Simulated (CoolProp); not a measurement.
Computed with CoolProp (reference Helmholtz-energy equation of state, Bücker 2006).

Task: For n-butane, give the phase and the Z, cv (kJ/(kg K)), isothermal compressibility (1/MPa), viscosity (µPa s) at 392.5 K and 2860 kPa.

Result: 
- 392.5 K and 2860 kPa: liquid; Z 0.117, cv 2.12, isothermal compressibility 0.0230, viscosity 64.5

Viscosity comes from a separate model (Vogel 1999).
